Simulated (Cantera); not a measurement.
Formation from one mole of Br2

Standard-state values (1 bar) from the NASA 1993 polynomials, evaluated with Cantera. Values are per mole of reaction as written; species without (g) are pure solids or liquids, kept so even where they would boil at 1 bar.

0.6667 Al + Br2(g) = 0.6667 AlBr3(g)

```tsv
T (K)	ΔH° (kJ)	ΔS° (J/K)	ΔG° (kJ)	log10 K
300	-304.5	-31.4	-295.1	51.39
498	-304.9	-32.3	-288.8	30.29
523	-304.9	-32.4	-288.0	28.76
548	-305.0	-32.5	-287.2	27.38
573	-305.0	-32.5	-286.4	26.11
598	-305.1	-32.6	-285.6	24.94
623	-305.1	-32.7	-284.8	23.87
648	-305.2	-32.8	-283.9	22.89
673	-305.2	-32.9	-283.1	21.97
698	-305.3	-33.0	-282.3	21.12
723	-305.4	-33.1	-281.5	20.33
748	-305.5	-33.2	-280.6	19.60
```

Hg + Br2(g) = HgBr2

```json
[
 {"T (K)": "300", "ΔH° (kJ)": "-200.3", "ΔS° (J/K)": "-151.1", "ΔG° (kJ)": "-155.0", "log10 K": "26.99", "condensed phases": "Hg(l), HgBr2(s)"},
 {"T (K)": "498", "ΔH° (kJ)": "-197.6", "ΔS° (J/K)": "-144.1", "ΔG° (kJ)": "-125.8", "log10 K": "13.19", "condensed phases": "Hg(l), HgBr2(s)"},
 {"T (K)": "523", "ΔH° (kJ)": "-179.0", "ΔS° (J/K)": "-108.1", "ΔG° (kJ)": "-122.5", "log10 K": "12.24", "condensed phases": "Hg(l), HgBr2(l)"},
 {"T (K)": "548", "ΔH° (kJ)": "-178.1", "ΔS° (J/K)": "-106.3", "ΔG° (kJ)": "-119.8", "log10 K": "11.42", "condensed phases": "Hg(l), HgBr2(l)"},
 {"T (K)": "573", "ΔH° (kJ)": "-177.1", "ΔS° (J/K)": "-104.6", "ΔG° (kJ)": "-117.2", "log10 K": "10.68", "condensed phases": "Hg(l), HgBr2(l)"},
 {"T (K)": "598", "ΔH° (kJ)": "-176.2", "ΔS° (J/K)": "-103.0", "ΔG° (kJ)": "-114.6", "log10 K": "10.01", "condensed phases": "Hg(l), HgBr2(l)"},
 {"T (K)": "623", "ΔH° (kJ)": "-175.3", "ΔS° (J/K)": "-101.5", "ΔG° (kJ)": "-112.1", "log10 K": "9.39", "condensed phases": "Hg(l), HgBr2(l)"},
 {"T (K)": "648", "ΔH° (kJ)": "-174.3", "ΔS° (J/K)": "-100.0", "ΔG° (kJ)": "-109.5", "log10 K": "8.83", "condensed phases": "Hg(l), HgBr2(l)"},
 {"T (K)": "673", "ΔH° (kJ)": "-173.4", "ΔS° (J/K)": "-98.6", "ΔG° (kJ)": "-107.1", "log10 K": "8.31", "condensed phases": "Hg(l), HgBr2(l)"},
 {"T (K)": "698", "ΔH° (kJ)": "-172.4", "ΔS° (J/K)": "-97.2", "ΔG° (kJ)": "-104.6", "log10 K": "7.83", "condensed phases": "Hg(l), HgBr2(l)"},
 {"T (K)": "723", "ΔH° (kJ)": "-171.5", "ΔS° (J/K)": "-95.9", "ΔG° (kJ)": "-102.2", "log10 K": "7.38", "condensed phases": "Hg(l), HgBr2(l)"},
 {"T (K)": "748", "ΔH° (kJ)": "-170.6", "ΔS° (J/K)": "-94.6", "ΔG° (kJ)": "-99.8", "log10 K": "6.97", "condensed phases": "Hg(l), HgBr2(l)"}
]
```

0.5 Si + Br2(g) = 0.5 SiBr4(g)

```tsv
T (K)	ΔH° (kJ)	ΔS° (J/K)	ΔG° (kJ)	log10 K
300	-238.6	-65.2	-219.1	38.15
498	-238.1	-63.8	-206.3	21.64
523	-238.0	-63.7	-204.7	20.45
548	-238.0	-63.5	-203.2	19.36
573	-237.9	-63.4	-201.6	18.37
598	-237.8	-63.3	-200.0	17.47
623	-237.7	-63.2	-198.4	16.63
648	-237.7	-63.0	-196.8	15.87
673	-237.6	-62.9	-195.2	15.15
698	-237.5	-62.8	-193.7	14.49
723	-237.5	-62.7	-192.1	13.88
748	-237.4	-62.6	-190.5	13.31
```

H2(g) + Br2(g) = 2 HBr(g)

```
T (K)  ΔH° (kJ)  ΔS° (J/K)  ΔG° (kJ)  log10 K
-----  --------  ---------  --------  -------
300      -103.8       21.2    -110.2    19.18
498      -105.3       17.5    -114.0    11.95
523      -105.5       17.1    -114.4    11.43
548      -105.7       16.8    -114.8    10.95
573      -105.8       16.4    -115.2    10.51
598      -106.0       16.1    -115.7    10.10
623      -106.2       15.9    -116.1     9.73
648      -106.3       15.6    -116.4     9.39
673      -106.5       15.4    -116.8     9.07
698      -106.6       15.2    -117.2     8.77
723      -106.8       15.0    -117.6     8.50
748      -106.9       14.8    -118.0     8.24
```
